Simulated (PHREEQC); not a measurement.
Dissolve 20 mmol/kgw HBr, 0.06 mmol/kgw CuSO4 and 1 mmol/kgw CuCl2 at 45 °C. Closed to the air; pH follows from the charge balance.

Model: ion-association model, phreeqc.dat, run in PHREEQC.

**Question.** The ionic strength comes out as 0.0231 mol/kgw. What activity coefficients do H+, CuCl+, SO4-2, Br-, Cl- get?

**Answer.** H+ 0.88, CuCl+ 0.86, SO4-2 0.55, Br- 0.85, Cl- 0.86.

Precipitation was switched off in this run. Species that the database lacks are ignored. Away from 25 °C the constants follow the database's enthalpies or fits; those with neither stay at their 25 °C values.
